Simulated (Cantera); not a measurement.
Charge: 1 mol SiH2Cl2, 0.92 mol C3H8, 64 mol H2, at 53000 Pa.

Method: chemical equilibrium by Gibbs-energy minimisation in Cantera with the NASA 1993 tables (ideal gas, pure condensed phases). Candidate condensed phases: C, C6H6, C7H8, C8H18, Si, SiC; 109 gas species. Equilibrium is a limit: real reactors are often held back by kinetics, nucleation or transport. All values below are at 1300 K.

Base state: H2 0.967, HCl 0.0288, CH4 0.00390 (mole fractions); condensed: C(graphite) + SiC(s).

Q: What changes in the equilibrium state with this change: C3H8 from 0.92 to 0.021 mol?

A: 
| species | before | after |
|---|---|---|
| H2 | 0.967 | 0.974 |
| HCl | 0.0288 | 0.0231 |
| SiCl2 | 6.76e-6 | 0.00147 |
| CH4 | 0.00390 | 1.17e-5 |
| SiH3Cl | 4.50e-8 | 1.23e-5 |
| SiH2Cl2 | 7.41e-7 | 0.000162 |
| SiHCl3 | 3.43e-6 | 0.000599 |
| SiCl3 | 1.60e-6 | 0.000278 |
| SiCl4 | 2.24e-6 | 0.000313 |
| C(graphite), mol | 1.49 | 0 |
| SiC(s), mol | 0.999 | 0.0622 |
| Si(s), mol | 0 | 0.751 |
Mutual solubility and eutectic melting of coexisting phases are not modelled. The tables' values for SiCl3 are old estimates; treat these amounts as uncertain.
